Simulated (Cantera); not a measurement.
What does this Cantera script print?

```python
import numpy as np
import cantera as ct

gas_names = """
    H HO2 H2 H2O H2O2 O OH O2 O3 Si SiH SiH2 SiH3 SiH4 SiO SiO2 Si2 Si3
""".split()
cond_names = """
    H2O(s) H2O(L) Si(cr) Si(L) SiO2(Lqz) SiO2(hqz) SiO2(L)
""".split()


# ... load() reads the species with a 1 bar reference pressure and builds the phases ...
atoms = {
    'Si': {'Si': 1},
    'O2': {'O': 2},
    'H2': {'H': 2},
}
top_T = {}  # K; cautious upper limits of use, not melting points


# ... equilibrate(T, P, feed) seeds the gas with the atoms and calls Mixture.equilibrate('TP', solver="vcs", rtol=1e-11, max_steps=5000) ...
results = []
feed = {'Si': 1, 'O2': 0.4, 'H2': 8.8}  # mol
T = 1325  # K
P = 66000  # Pa
mix = equilibrate(T, P, feed)
results.append((T, P, feed, dict(zip(mix.species_names, mix.species_moles))))
print(gas.report(threshold=1e-05))
for i in range(1, mix.n_phases):
    print(f"{mix.phase(i).name:16s} {mix.phase_moles(i):12.5e} mol")
```

It prints:

```
       temperature   1325 K
          pressure   66000 Pa
           density   0.012083 kg/m^3
  mean mol. weight   2.0169 kg/kmol
   phase of matter   gas

                          1 kg             1 kmol
                     ---------------   ---------------
          enthalpy        1.5237e+07        3.0732e+07  J
   internal energy        9.7749e+06        1.9715e+07  J
           entropy             88445        1.7838e+05  J/K
    Gibbs function       -1.0195e+08       -2.0563e+08  J
 heat capacity c_p             15685             31635  J/K
 heat capacity c_v             11563             23321  J/K

                      mass frac. Y      mole frac. X     chem. pot. / RT
                     ---------------   ---------------   ---------------
                H2           0.99953           0.99998           -18.665
               SiO        0.00045907        2.1003e-05           -48.553
     [  +16 minor]        1.4755e-05        3.0564e-06

Si(cr)            5.99904e-01 mol
SiO2(hqz)         3.99906e-01 mol
```

These are equilibrium values from Cantera (NASA tables, ideal gas, pure condensed phases), not measurements of a reactor. Mutual solubility and eutectic melting of coexisting phases are not modelled. The tables hold silica as quartz up to 1696 K and as liquid above; real silica turns to tridymite and cristobalite and melts near 1996 K.
